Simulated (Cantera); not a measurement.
Feed: 1 mol C₃H₆, 0.076 mol O₂, equilibrated at 27.0 Pa.

These are equilibrium values from Cantera (NASA tables, ideal gas, pure condensed phases), not measurements of a reactor. Candidate condensed phases: C, C₆H₆, C₇H₈, C₈H₁₈, H₂O; 110 gas species. Kinetics and transport are ignored.

Over these rows the condensed part is C(graphite). Partial pressures as log10 of bar:

| T (K) | 1000/T (1/K) | log p C₂H₂ (acetylene) | log p H₂ | log p CO |
|---|---|---|---|---|
| 1275 | 0.7843 | -10.01 | -3.59 | -4.89 |
| 1375 | 0.7273 | -9.34 | -3.59 | -4.89 |
| 1475 | 0.6780 | -8.77 | -3.59 | -4.89 |
| 1575 | 0.6349 | -8.27 | -3.59 | -4.89 |
| 1675 | 0.5970 | -7.83 | -3.59 | -4.89 |
| 1775 | 0.5634 | ? | -3.60 | -4.89 |

**Question.** Fit log p(C₂H₂ (acetylene)) = a + b·(1000/T) to the five rows, give the apparent enthalpy, and predict the row at 1775 K.

**Answer.** Means: 1000/T = 0.6843, log p = -8.844. Sxy = -0.255272, Sxx = 0.0219503, so b = -11.63 and a = -8.844 − (-11.63)×0.6843 = -0.89.
Apparent enthalpy: −19.145 × (-11.63) = 223 kJ/mol. With the condensed phases at unit activity, 2 C(graphite) + H₂(g) = C₂H₂ (acetylene)(g) links this pressure to the main gases: over the six rows their terms move log p by -0.01 in all, so the slope is close to that reaction's ΔH°. The five rows lie within 0.01 of the line.
Prediction at 1775 K: -0.89 + (-11.63)×0.5634 = -7.44. The computed value is -7.44, 0.00 from the line.
